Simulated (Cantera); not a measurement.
An isothermal, constant-pressure homogeneous reactor starts with CO : O2 : H2O : N2 = 0.0032 : 0.013 : 0.00038 : 1 (molar parts), equivalence ratio 0.12, at 1025 K and 24000 Pa. Integrator tolerance rtol = 1e-08.

Detailed kinetics in Cantera: GRI-Mech 3.0 (53 species, 325 reactions).

Problem. What does this change do: temperature 1025 to 898 K?

Solution. 
| quantity | before | after |
|---|---|---|
| x(CO) at 3.00 s | 8.66e-5 (gas-phase equilibrium 8.53e-12) | 0.00315 (gas-phase equilibrium <1e-12) |
| x(O2) at 3.00 s | 0.0113 (gas-phase equilibrium 0.0112) | 0.0128 (gas-phase equilibrium 0.0112) |
| x(H2O) at 3.00 s | 0.000374 (gas-phase equilibrium 0.000374) | 0.000374 (gas-phase equilibrium 0.000374) |
| x(NO) at 3.00 s | 2.38e-8 (gas-phase equilibrium 1.06e-5) | <1e-12 (gas-phase equilibrium 2.33e-6) |
| x(O) at 3.00 s | 2.92e-6 (gas-phase equilibrium 7.18e-11) | 2.36e-8 (gas-phase equilibrium 1.09e-12) |
| x(H2O2) at 3.00 s | 1.77e-9 (gas-phase equilibrium <1e-12) | 4.12e-10 (gas-phase equilibrium <1e-12) |
| x(H) at 3.00 s | 6.73e-8 (gas-phase equilibrium <1e-12) | 2.45e-10 (gas-phase equilibrium <1e-12) |

Problem. What does this change do: pressure from 24000 Pa to 100000 Pa?

Solution. 
```json
[
 {"quantity": "x(CO) at 3.00 s", "before": "8.66e-5 (gas-phase equilibrium 8.53e-12)", "after": "0.00110 (gas-phase equilibrium 4.18e-12)"},
 {"quantity": "x(O2) at 3.00 s", "before": "0.0113 (gas-phase equilibrium 0.0112)", "after": "0.0118 (gas-phase equilibrium 0.0112)"},
 {"quantity": "x(H2O) at 3.00 s", "before": "0.000374 (gas-phase equilibrium 0.000374)", "after": "0.000373 (gas-phase equilibrium 0.000374)"},
 {"quantity": "x(NO) at 3.00 s", "before": "2.38e-8 (gas-phase equilibrium 1.06e-5)", "after": "7.95e-9 (gas-phase equilibrium 1.06e-5)"},
 {"quantity": "x(O) at 3.00 s", "before": "2.92e-6 (gas-phase equilibrium 7.18e-11)", "after": "1.09e-6 (gas-phase equilibrium 3.52e-11)"},
 {"quantity": "x(H2O2) at 3.00 s", "before": "1.77e-9 (gas-phase equilibrium <1e-12)", "after": "2.38e-8 (gas-phase equilibrium <1e-12)"},
 {"quantity": "x(H) at 3.00 s", "before": "6.73e-8 (gas-phase equilibrium <1e-12)", "after": "2.44e-8 (gas-phase equilibrium <1e-12)"}
]
```
